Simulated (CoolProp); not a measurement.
The fluid at 321.7 K and 0.223 MPa flows at 2.2 m/s in a round tube of 4.6 mm bore and 1.5 µm roughness, fully developed (64/Re and Nu = 3.66 if laminar; Colebrook and Gnielinski if turbulent). The same conditions are run with several fluids, on thermodynamics alone (safety and materials aside).

Computed with CoolProp (reference Helmholtz-energy equation of state of each fluid (water: Wagner 2002; ethanol: Schroeder 2014; n-nonane: Lemmon 2006; p-xylene: Zhou 2012; n-hexane: Thol 2019)).

| fluid | Reynolds number | Darcy friction factor | pressure drop (Pa/m) | heat-transfer coefficient (W/(m² K)) | mass flow (kg/h) |
|---|---|---|---|---|---|
| water | 17900 | 0.0273 | (withheld) | 14500 | (withheld) |
| ethanol | 10900 | 0.0307 | (withheld) | 3620 | 101 |
| n-nonane | 14100 | (withheld) | 10500 | 3220 | 91.6 |
| p-xylene | 18100 | 0.0272 | 12000 | 3590 | 110 |
| n-hexane | 26800 | 0.0249 | 8300 | 4190 | 83.3 |

Question: Complete the blanks.

Answer: 
- water, pressure drop (Pa/m): 14200
- water, mass flow (kg/h): 130
- ethanol, pressure drop (Pa/m): 12300
- n-nonane, Darcy friction factor: 0.0288

Transport values come from each fluid's own correlations.
